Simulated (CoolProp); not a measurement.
The numbers come from the reference Helmholtz-energy equation of state, Thol 2016 in CoolProp.

Task: For R1234ze(E), give the phase and the Joule-Thomson coefficient (K/MPa), viscosity (µPa s), Prandtl number, fugacity coefficient at 146.85 °C and 0.559 MPa; 146.85 °C and 0.699 MPa.

Result: 
- 146.85 °C and 0.559 MPa: gas; Joule-Thomson coefficient 7.45, viscosity 17.3, Prandtl number 0.778, fugacity coefficient 0.961
- 146.85 °C and 0.699 MPa: gas; Joule-Thomson coefficient 7.51, viscosity 17.4, Prandtl number 0.781, fugacity coefficient 0.952

Viscosity comes from a separate model (Bell 2016), an estimate that may be off by 10 % or more. Thermal conductivity comes from a separate model (Perkins 2011).
